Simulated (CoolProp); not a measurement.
Vapour-liquid equilibrium of ethane (1) + propane (2) at 1.37 bar; x and y are mole fractions of (1).

The numbers come from the multi-fluid Helmholtz-energy mixture model, Bücker 2006 and Lemmon 2009; pair parameters Kunz 2012 in CoolProp.

```csv
x,bubble temperature (K),y at the bubble point,dew temperature at overall composition x (K),liquid density (mol/L)
0.05,232.4,0.245,237.0,?
0.125,225.3,0.487,235.3,13.67
0.2,?,0.640,233.5,14.05
0.275,214.8,0.742,231.6,14.41
0.35,210.8,0.812,229.6,14.76
0.425,207.3,?,?,15.11
0.5,204.2,0.900,224.9,15.46
0.575,201.5,0.928,222.2,15.80
0.65,199.0,0.949,219.2,16.15
0.725,?,0.965,215.7,16.51
0.8,194.8,0.978,211.5,16.86
0.875,193.0,0.988,?,17.23
0.95,191.3,0.996,198.9,17.59
```

Fill in the missing entries.


- 0.05, liquid density (mol/L): 13.27
- 0.2, bubble temperature (K): 219.6
- 0.425, y at the bubble point: 0.862
- 0.425, dew temperature at overall composition x (K): 227.3
- 0.725, bubble temperature (K): 196.8
- 0.875, dew temperature at overall composition x (K): 206.3

No azeotrope shows between x = 0.05 and 0.95.

The pair parameters rest on a limited set of measurements; away from them the model extrapolates.
